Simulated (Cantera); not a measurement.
An isothermal, constant-pressure homogeneous reactor starts with H2 : O2 : N2 = 0.88 : 1 : 5.4 (molar parts), equivalence ratio 0.44, at 1250 K and 44000 Pa.

Cantera simulation using the H2/O2 subset of GRI-Mech 3.0, which has no nitrogen chemistry; the numbers are that mechanism's predictions, not measurements. The temperature is held fixed by assumption; the heat of reaction is taken as removed at once.

x: mole fraction; the columns are a selection and need not sum to one.

```
t (s)         x H2    x O2    x HO2      x OH      x O       x H  x H2O
--------  --------  ------  -------  --------  -------  --------  -----
0.000500   0.00119  0.0817  2.02e-5   0.00119  0.00100         ?  0.126
0.00148   0.000101  0.0818  5.01e-6  0.000315  7.68e-5         ?  0.128
0.00440    1.08e-5  0.0818  8.31e-7  0.000115  9.86e-6         ?  0.129
0.0131     1.73e-6  0.0819  1.73e-7   5.19e-5  1.98e-6         ?  0.129
0.0387     4.01e-7  0.0819  4.70e-8   2.65e-5  5.21e-7         ?  0.129
0.115      1.16e-7  0.0819  1.72e-8   1.47e-5  1.59e-7         ?  0.129
0.341      4.21e-8  0.0819  1.08e-8   8.79e-6  5.75e-8  2.72e-10  0.129
1.01       2.49e-8  0.0819  1.04e-8   6.57e-6  3.22e-8  1.23e-10  0.129
3.00       2.35e-8  0.0819  1.04e-8   6.35e-6  3.01e-8  1.13e-10  0.129
```

### Question
Complete the blanks.

### Answer

- 0.000500, x H: 0.000668
- 0.00148, x H: 1.38e-5
- 0.00440, x H: 6.23e-7
- 0.0131, x H: 5.41e-8
- 0.0387, x H: 7.16e-9
- 0.115, x H: 1.21e-9
